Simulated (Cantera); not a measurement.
A freely propagating, adiabatic, planar premixed flame of C₂H₄ : O₂ : N₂ : H₂O = 1 : 3.06 : 9.18 : 0.33 (molar parts), equivalence ratio 0.98, unburnt at 700 K and 500000 Pa; mixture-averaged transport, grid criteria slope 0.08 and curve 0.16, no radiation.

Detailed kinetics in Cantera: GRI-Mech 3.0 (53 species, 325 reactions). GRI-Mech 3.0 was tuned for natural gas; its chemistry of ethylene as a main component is partial and can be far from experiment. Burning velocities carry a grid error of a few per cent, more on coarse grids.

x: mole fraction of selected species; z is measured from the peak of heat release.

```tsv
z (mm)	T (K)	u (m/s)	x C₂H₄	x O₂	x H₂O	x CH₂	x C₂H₂	x NO
-0.135	700	3.31	0.0737	0.225	0.0243	<1e-8	<1e-8	<1e-8
-0.0897	700	3.32	0.0736	0.225	0.0243	<1e-8	1.07e-7	<1e-8
-0.0673	701	3.33	0.0735	0.225	0.0245	<1e-8	(withheld)	<1e-8
-0.0449	713	3.39	0.0730	0.223	0.0258	<1e-8	8.38e-6	1.17e-8
-0.0224	922	4.45	0.0643	0.203	0.0430	6.08e-7	0.000282	3.69e-7
-0.0112	1349	6.65	0.0410	0.162	0.0738	1.99e-5	0.00137	1.89e-6
0	1810	9.11	0.0126	0.110	0.108	0.000100	0.00292	6.24e-6
0.0112	2089	10.6	0.00144	0.0738	0.127	0.000113	0.00137	1.48e-5
0.0224	2201	11.2	(withheld)	(withheld)	0.135	(withheld)	(withheld)	(withheld)
0.0449	2292	11.5	7.25e-8	0.0416	0.136	2.65e-7	4.18e-7	4.07e-5
0.0897	2402	12.0	<1e-8	0.0341	0.137	<1e-8	<1e-8	6.66e-5
0.179	2522	12.5	<1e-8	0.0292	0.143	<1e-8	<1e-8	0.000120
0.359	2629	12.9	<1e-8	0.0251	0.148	<1e-8	<1e-8	0.000232
```

Problem. Fill in the missing entries.

Solution. 
- -0.0673, x C₂H₂: 6.10e-7
- 0.0224, x C₂H₄: 6.95e-5
- 0.0224, x O₂: 0.0551
- 0.0224, x CH₂: 2.66e-5
- 0.0224, x C₂H₂: 0.000155
- 0.0224, x NO: 2.49e-5
